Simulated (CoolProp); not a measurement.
Vapour-liquid equilibrium of 1-butene (1) + n-butane (2) at 1260 kPa; x and y are mole fractions of (1).

The numbers come from the multi-fluid Helmholtz-energy mixture model, Lemmon 2005 and Bücker 2006; pair parameters Bell 2016 in CoolProp.

```tsv
x	bubble temperature (K)	y at the bubble point	dew temperature at overall composition x (K)	liquid density (mol/L)
0.05	363.1	0.056	363.2	8.356
0.125	362.4	0.139	362.6	8.406
0.2	361.8	0.221	361.9	8.455
0.275	361.1	0.301	361.3	8.505
0.35	360.4	0.380	360.7	8.555
0.425	359.8	0.456	360.0	8.606
0.5	359.2	0.531	359.4	8.656
0.575	358.5	0.604	358.8	8.708
0.65	358.0	0.676	358.2	8.759
0.725	357.4	0.747	357.6	8.811
0.8	356.9	0.816	357.0	8.864
0.875	356.4	0.885	356.5	8.917
0.95	356.0	0.954	356.0	8.971
```

No azeotrope shows between x = 0.05 and 0.95.

The pair parameters rest on a limited set of measurements; away from them the model extrapolates.
